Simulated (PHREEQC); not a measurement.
0.97 g of hydrous ferric oxide (600 m²/g; 0.2 weak and 0.005 strong sites per Fe, Dzombak-Morel constants, diffuse double layer) in 1 kg of water with 0.01 mol/kgw of an inert sodium salt and 2.4e-05 mol/kgw H3BO3 and 9.2e-06 mol/kgw MgCl2, at 25 °C; the pH is set by adding NaOH or the inert anion's acid. O2 is buffered at 0.21 atm. The system is closed to CO2. Nothing may precipitate in this run.

Equilibrium calculation in PHREEQC: ion-association model, wateq4f.dat.

| pH | B sorbed (%) | Mg sorbed (%) | surface charge σ (C/m²) |
|---|---|---|---|
| 4 | 0.4 | 0.0 | 0.219 |
| 4.67 | 0.5 | 0.0 | 0.145 |
| 5.33 | 0.6 | 0.0 | 0.089 |
| 6 | 0.7 | 0.0 | 0.050 |
| 6.67 | 0.7 | 0.6 | 0.025 |
| 7.33 | 0.7 | 10.2 | 0.011 |
| 8 | 0.6 | 68.8 | 0.001 |
| 8.67 | 0.5 | 97.7 | -0.007 |
| 9.33 | 0.3 | 99.9 | -0.020 |
| 10 | 0.1 | 100.0 | -0.040 |
| 10.67 | 0.0 | 100.0 | -0.075 |
| 11.33 | 0.0 | 100.0 | -0.131 |
| 12 | 0.0 | 100.0 | -0.229 |

Species that the database lacks are ignored.
